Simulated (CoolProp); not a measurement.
Normal hydrogen at 385.24 K and 2.46 MPa flows at 5.4 m/s in a round tube of 10 mm bore and 0.25 µm roughness, fully developed (64/Re and Nu = 3.66 if laminar; Colebrook and Gnielinski if turbulent). Each further row changes one setting.

The numbers come from the reference Helmholtz-energy equation of state, Leachman 2009 in CoolProp.

```json
[
 {"case": "as stated", "Reynolds number": "7770", "Darcy friction factor": "0.0331", "pressure drop (Pa/m)": "73.8", "heat-transfer coefficient (W/(m² K))": "530", "mass flow (kg/h)": "2.34"},
 {"case": "velocity 10.8 m/s", "Reynolds number": "15500", "Darcy friction factor": "0.0276", "pressure drop (Pa/m)": "246", "heat-transfer coefficient (W/(m² K))": "932", "mass flow (kg/h)": "4.67"},
 {"case": "diameter 20 mm", "Reynolds number": "15500", "Darcy friction factor": "0.0276", "pressure drop (Pa/m)": "30.8", "heat-transfer coefficient (W/(m² K))": "466", "mass flow (kg/h)": "9.34"}
]
```

Viscosity comes from a separate model (Muzny 2013). Thermal conductivity comes from a separate model (Assael 2011).
